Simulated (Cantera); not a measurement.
Input: 1 mol Si3H8, 0.16 mol Cl2, 8.9 mol N2, held at 1700 Pa.

These are equilibrium values from Cantera (NASA tables, ideal gas, pure condensed phases), not measurements of a reactor. Candidate condensed phases: NH4Cl, Si, Si3N4; 28 gas species. The feed counts by its element totals alone. N2 is the only nitrogen source here; it is nearly inert below about 1500 K, so the nitride shown seldom forms there in practice. The tables' values for SiCl are old estimates; treat these amounts as uncertain. Equilibrium is a limit: real reactors are often held back by kinetics, nucleation or transport.

log p: log10 of the partial pressure in bar; n: condensed amount in mol.

```tsv
T (K)	log p N2	log p H2	log p HCl	log p SiCl2	log p H	log p Cl	n Si3N4(s)
850	-1.97	-2.23	-3.31	-12.48	-11.80	-12.88	1.000
950	-1.97	-2.23	-3.31	-10.76	-10.37	-11.47	1.000
1050	-1.97	-2.23	-3.31	-9.37	-9.21	-10.32	1.000
1150	-1.97	-2.23	-3.31	-8.23	-8.24	-9.38	1.000
1250	-1.97	-2.23	-3.31	-7.27	-7.43	-8.58	1.000
1350	-1.97	-2.23	-3.31	(withheld)	(withheld)	(withheld)	1.000
1450	-1.97	-2.23	-3.31	(withheld)	(withheld)	(withheld)	1.000
1550	-1.97	-2.23	-3.32	-5.18	-5.62	-6.81	0.999
1650	-1.97	-2.23	-3.35	-4.70	-5.16	-6.38	0.996
1750	-1.97	-2.23	-3.40	-4.35	-4.75	-6.03	0.990
```

Q: Some entries are withheld; supply them.

A: 
- 1450, log p SiCl2: -5.77
- 1450, log p H: -6.14
- 1450, log p Cl: -7.31
- 1350, log p SiCl2: -6.46
- 1350, log p H: -6.74
- 1350, log p Cl: -7.90
